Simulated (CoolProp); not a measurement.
A single-stage vapour-compression cycle with the fluid: evaporating at 239.15 K (dew point), condensing at 304.15 K (bubble point), superheat 10 K, subcooling 2 K, compressor efficiency 0.7, no pressure losses. The same conditions are run with several fluids, on thermodynamics alone (safety and materials aside).

Values from CoolProp's reference Helmholtz-energy equation of state of each fluid (R227EA: Lemmon 2016; R1336mzz(E): Akasaka 2023; R125: Lemmon 2005; C3F8 (R218): Lemmon 2006; propylene: Lemmon 2013).

```csv
fluid,cooling COP,pressure ratio,discharge temperature (K),refrigerating effect (kJ/kg),volumetric capacity (kJ/m³)
R227EA,1.71,12.3,315.1,?,?
R1336mzz(E),1.86,18.7,324.3,105,106
R125,?,?,331.5,84.4,1000
C3F8 (R218),1.38,?,305.6,43.9,481
propylene,1.90,7.39,357.3,?,1090
```

Fill in the missing entries.


- R227EA, refrigerating effect (kJ/kg): 76.1
- R227EA, volumetric capacity (kJ/m³): 282
- R125, cooling COP: 1.65
- R125, pressure ratio: 8.34
- C3F8 (R218), pressure ratio: 8.86
- propylene, refrigerating effect (kJ/kg): 283
